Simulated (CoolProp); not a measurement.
A single-stage vapour-compression cycle with n-pentane: evaporating at 325.15 K (dew point), condensing at 383.15 K (bubble point), superheat 2 K, subcooling 5 K, compressor efficiency 0.75, no pressure losses. Each further row changes one setting.

Model: reference Helmholtz-energy equation of state, Thol 2019, in CoolProp.

| case | cooling COP | pressure ratio | discharge temperature (K) | refrigerating effect (kJ/kg) | volumetric capacity (kJ/m³) |
|---|---|---|---|---|---|
| as stated | ? | 4.36 | 383.2 | 210 | 1010 |
| evaporating temperature 330.15 K | ? | 3.75 | 383.2 | 218 | ? |
| condensing temperature 378.15 K | 3.56 | 3.91 | 378.1 | 224 | 1070 |
| subcooling 10 K | 3.31 | 4.36 | 383.2 | 224 | 1070 |
| superheat 12 K | ? | 4.36 | ? | ? | ? |
| compressor efficiency 0.65 | ? | 4.36 | 383.2 | 210 | 1010 |

Problem. Some entries are withheld; supply them.

Solution. 
- as stated, cooling COP: 3.11
- evaporating temperature 330.15 K, cooling COP: 3.57
- evaporating temperature 330.15 K, volumetric capacity (kJ/m³): 1200
- superheat 12 K, cooling COP: 3.20
- superheat 12 K, discharge temperature (K): 383.9
- superheat 12 K, refrigerating effect (kJ/kg): 229
- superheat 12 K, volumetric capacity (kJ/m³): 1060
- compressor efficiency 0.65, cooling COP: 2.69

The compression ends wet for: as stated; evaporating temperature 330.15 K; condensing temperature 378.15 K; subcooling 10 K; compressor efficiency 0.65.
